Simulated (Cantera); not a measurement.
Feed: 1 mol PbI2, a varied amount of H2, held at 1875 K and 0.00225 Torr.

These are equilibrium values from Cantera (NASA tables, ideal gas, pure condensed phases), not measurements of a reactor. Candidate condensed phases: I2, Pb, PbI2; 10 gas species. Kinetics and transport are ignored.

x: gas mole fraction; nothing condenses.

```csv
n(H2) (mol),x H2,x H,x I,x Pb
47,0.645,0.304,0.0339,0.0170
62,0.655,0.306,0.0260,0.0130
80,0.662,0.308,?,?
100,0.666,0.309,0.0164,0.00821
130,0.671,0.310,0.0127,0.00635
170,0.675,0.311,0.00975,0.00488
230,0.678,0.312,0.00724,0.00362
290,0.679,0.312,?,?
380,0.681,0.312,0.00440,0.00220
490,0.682,0.313,0.00342,0.00171
```

Problem. What belongs in the gaps?

Solution. 
- 290, x I: 0.00575
- 290, x Pb: 0.00288
- 80, x I: 0.0204
- 80, x Pb: 0.0102
